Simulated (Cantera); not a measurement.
Feed: 1 mol Si, a varied amount of F2, 78 mol H2, held at 650 °C and 750 Torr.

These are equilibrium values from Cantera (NASA tables, ideal gas, pure condensed phases), not measurements of a reactor. Candidate condensed phases: Si; 25 gas species. The numbers say what is thermodynamically allowed, not how fast it happens.

Which condensed phases are stable at each of these points (n(F2) (mol)): 0.53, 0.68, 0.89, 1.1, 1.5, 1.9, 2.5, 3.2?


```csv
n(F2) (mol),condensed phases,Si condensed (%)
0.53,Si(s),70.4
0.68,Si(s),62.3
0.89,Si(s),51.0
1.1,Si(s),39.8
1.5,Si(s),18.5
1.9,gas only,0.0
2.5,gas only,0.0
3.2,gas only,0.0
```

From 0.53 mol F2 to 1.5 mol F2 the condensed part is Si(s). From 1.9 mol F2 to 3.2 mol F2 nothing is condensed.
